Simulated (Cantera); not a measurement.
What does this Cantera script print?

```python
import numpy as np
import cantera as ct

gas_names = """
    H2O2 N N2O
""".split()
cond_names = """
    BaO(s) BaO(L) BaO2H2(s) BaO2H2(L)
""".split()


# ... load() reads the species with a 1 bar reference pressure and builds the phases ...
species = {s.name: s for s in load("nasa_gas.yaml", gas_names) + load("nasa_condensed.yaml", cond_names)}
# Each term lists the table entries of one substance; the one whose range holds T is used.
reactions = {
    'BaO + H2O2(g) + 2 N(g) = N2O(g) + Ba(OH)2':
        [(-1, ['BaO(s)', 'BaO(L)']), (-1, ['H2O2']), (-2, ['N']), (1, ['N2O']), (1, ['BaO2H2(s)', 'BaO2H2(L)'])],
}


def pick(names, T):
    return next(species[n] for n in names if species[n].thermo.min_temp <= T <= species[n].thermo.max_temp)


results = []
for label, terms in reactions.items():
    print(label)
    print("     T/K   dH/kJ  dS/(J/K)   dG/kJ   log10 K")
    for T in [825, 975, 1125, 1275, 1425, 1575, 1725, 1875, 2025, 2175, 2325]:
        used = [(nu, pick(names, T)) for nu, names in terms]
        dH = sum(nu * s.thermo.h(T) for nu, s in used) / 1e6
        dS = sum(nu * s.thermo.s(T) for nu, s in used) / 1e3
        dG = dH - T * dS / 1e3
        logK = -dG * 1e6 / (ct.gas_constant * T * np.log(10))
        results.append((label, T, dH, dS, dG, logK, [s.name for _, s in used]))
        print(f"{T:8g} {dH:8.1f} {dS:8.1f} {dG:8.1f} {logK:8.2f}")
```

It prints:

```
BaO + H2O2(g) + 2 N(g) = N2O(g) + Ba(OH)2
     T/K   dH/kJ  dS/(J/K)   dG/kJ   log10 K
     825  -1095.9   -238.7   -898.9    56.91
     975  -1090.4   -232.6   -863.6    46.26
    1125  -1085.2   -227.7   -829.1    38.49
    1275  -1080.4   -223.7   -795.2    32.58
    1425  -1075.9   -220.3   -761.9    27.93
    1575  -1071.7   -217.5   -729.1    24.18
    1725  -1067.7   -215.1   -696.6    21.09
    1875  -1064.0   -213.1   -664.5    18.51
    2025  -1060.6   -211.3   -632.7    16.32
    2175  -1057.3   -209.7   -601.1    14.44
    2325  -1113.0   -234.1   -568.8    12.78
```

Cantera with NASA thermochemical tables; ideal gases at 1 bar, condensed phases pure. Condensed species are held in their standard states even where they would react or evaporate.
